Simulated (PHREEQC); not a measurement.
Solution (84 °C): 19 mmol/kgw KH2PO4 and 17 mmol/kgw K2HPO4. Closed to the air; pH follows from the charge balance.

All values are PHREEQC results (ion-association model, phreeqc.dat), not measurements.

Each row changes one thing in this solution. Precipitation was switched off in this run.

| case | pH | ionic strength (mol/kgw) | HPO4-2 (mol/kgw) | KHPO4- (mol/kgw) | H3PO4 (mol/kgw) | PO4-3 (mol/kgw) |
|---|---|---|---|---|---|---|
| as made | 6.71 | 0.0688 | 0.0164 | 0.000620 | 7.70e-7 | 3.86e-7 |
| K2HPO4 from 0.017 to 0.034 mol/kgw | ___ | 0.118 | 0.0324 | 0.00163 | 4.26e-7 | 1.76e-6 |
| 0.024 mol/kgw NaBr added | ___ | 0.0924 | 0.0162 | 0.000551 | 8.17e-7 | 4.10e-7 |
| KH2PO4 from 0.019 to 0.0209 mol/kgw | 6.66 | 0.0706 | 0.0164 | 0.000636 | 9.37e-7 | 3.53e-7 |
| K2HPO4 from 0.017 to 0.0085 mol/kgw | 6.46 | 0.0440 | 0.00825 | 0.000248 | 1.43e-6 | 8.79e-8 |

**Question.** Fill in the missing entries.

**Answer.** 
- K2HPO4 from 0.017 to 0.034 mol/kgw, pH: 6.94
- 0.024 mol/kgw NaBr added, pH: 6.67

Complexes and solids missing from the database can't appear. At this temperature some constants are extrapolated from 25 °C, and those without enthalpy data are left unchanged.
